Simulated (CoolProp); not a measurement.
Vapour-liquid equilibrium of n-heptane (1) + p-xylene (2) at 143.25 °C; x and y are mole fractions of (1).

The numbers come from the multi-fluid Helmholtz-energy mixture model, Span 2003 and Zhou 2012; pair parameters Bell 2016 in CoolProp.

| x | bubble pressure, mixture model (bar) | bubble pressure, Raoult's law (bar) | y, mixture model | y, Raoult's law |
|---|---|---|---|---|
| 0.05 | ? | 1.257 | 0.144 | 0.128 |
| 0.125 | ? | 1.412 | 0.304 | 0.285 |
| 0.2 | 1.658 | 1.566 | 0.424 | 0.411 |
| 0.275 | 1.825 | 1.721 | 0.518 | 0.514 |
| 0.35 | 1.984 | 1.875 | 0.594 | 0.600 |
| 0.425 | 2.135 | 2.030 | 0.660 | 0.673 |
| 0.5 | ? | 2.185 | 0.716 | 0.736 |
| 0.575 | 2.425 | 2.339 | 0.767 | 0.790 |
| 0.65 | 2.566 | 2.494 | 0.814 | 0.838 |
| 0.725 | 2.705 | 2.649 | ? | 0.880 |
| 0.8 | 2.843 | 2.803 | 0.898 | 0.918 |
| 0.875 | 2.982 | 2.958 | 0.937 | 0.951 |
| 0.95 | ? | 3.112 | 0.975 | 0.981 |

Question: What belongs in the gaps?

Answer: 
- 0.05, bubble pressure, mixture model (bar): 1.290
- 0.125, bubble pressure, mixture model (bar): 1.480
- 0.5, bubble pressure, mixture model (bar): 2.282
- 0.725, y, mixture model: 0.857
- 0.95, bubble pressure, mixture model (bar): 3.122

The largest gap from Raoult's law is +6.0 % in bubble pressure, at x = 0.275. No azeotrope shows between x = 0.05 and 0.95.

Pair parameters are fitted to limited data, so mixtures are less certain than the pure fluids.
